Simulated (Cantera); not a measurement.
Equilibrium for aluminium nitride and oxide growth: AlCl3 + N2O + H2

Feed: 1 mol AlCl3, 19 mol N2O, 3.8 mol H2, held at 4.88 Torr.

Equilibrium computed with Cantera from the NASA thermochemical tables; the gas is ideal and each condensed phase is pure. Candidate condensed phases: Al, AlCl3, AlN, Al2O3, H2O, NH4Cl; 45 gas species. Condensed phases not in the tables: AlOCl. Rates play no part.

From 648 K to 1748 K the condensed part is Al2O3(s).

```tsv
T (K)	x N2	x O2	x H2O	x HCl	x Cl2	x Cl	n Al2O3(s)
648	0.602	0.231	0.0927	0.0552	0.0199	2.12e-7	0.500
748	0.599	0.235	0.0822	0.0749	0.00978	3.16e-6	0.500
848	0.597	0.237	0.0768	0.0853	0.00448	2.22e-5	0.500
948	0.596	0.237	0.0744	0.0898	0.00213	9.79e-5	0.500
1048	0.596	0.238	0.0734	0.0916	0.00110	0.000317	0.500
1148	0.596	0.238	0.0731	0.0920	0.000615	0.000824	0.500
1248	0.595	0.237	0.0734	0.0915	0.000368	0.00182	0.500
1348	0.595	0.237	0.0740	0.0900	0.000230	0.00353	0.500
1448	0.594	0.236	0.0751	0.0875	0.000148	0.00613	0.500
1548	0.593	0.234	0.0767	0.0839	9.62e-5	0.00972	0.500
1648	0.592	0.232	0.0786	0.0793	6.29e-5	0.0143	0.500
1748	0.591	0.230	0.0806	0.0739	4.12e-5	0.0196	0.500
```
x: gas mole fraction; n: condensed amount in mol.
